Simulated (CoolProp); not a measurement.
R1234yf along the isobar 893 kPa: Z from the reference equation and from simpler models built on Tc = 94.7 °C, pc = 3384 kPa, ω = 0.276; each cubic takes its own stable root.

Values from CoolProp's reference Helmholtz-energy equation of state, Lemmon 2022.

```tsv
T (°C)	phase	reference	van der Waals	Redlich-Kwong	Soave-Redlich-Kwong
-84.95	liquid	0.04616	0.07889	0.05327	0.05202
-71.95	liquid	0.04420	0.07532	0.05099	0.04963
-59.05	liquid	0.04255	0.07235	0.04913	0.04765
-46.05	liquid	0.04115	0.06986	0.04762	0.04602
-33.15	liquid	0.04000	0.06785	0.04644	0.04473
-20.15	liquid	0.03906	0.06628	0.04558	0.04373
-7.25	liquid	0.03835	0.06518	0.04505	0.04306
5.75	liquid	0.03785	0.8198	0.04487	0.04272
18.75	liquid	0.03759	0.8420	0.04514	0.04278
31.65	liquid	0.03764	0.8600	0.8224	0.04337
44.65	gas	0.8205	0.8752	0.8459	0.8341
57.55	gas	0.8484	0.8880	0.8650	0.8574
70.55	gas	0.8704	0.8990	0.8809	0.8766
83.45	gas	0.8880	0.9085	0.8943	0.8925
96.45	gas	0.9025	0.9169	0.9057	0.9060
109.45	gas	0.9146	0.9242	0.9155	0.9175
```

At some of these states van der Waals, Redlich-Kwong gives the other phase, because its saturation line lies elsewhere.
